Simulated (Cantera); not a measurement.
A freely propagating, adiabatic, planar premixed flame of H₂ : O₂ : N₂ = 0.78 : 0.455 : 1.71 (molar parts), unburnt at 500 K and 100.0 Torr; mixture-averaged transport, grid criteria slope 0.08 and curve 0.16, no radiation.

Detailed kinetics in Cantera: the H2/O2 subset of GRI-Mech 3.0, which has no nitrogen chemistry. Burning velocities carry a grid error of a few per cent, more on coarse grids.

Question: Predict: laminar burning velocity; thermal thickness; peak x(OH); peak x(H); peak x(HO₂).

Answer: 
```
Quantity                    Result
------------------------  --------
laminar burning velocity  393 cm/s
thermal thickness          6.06 mm
peak x(OH)                  0.0171
peak x(H)                   0.0692
peak x(HO₂)                7.76e-5
```
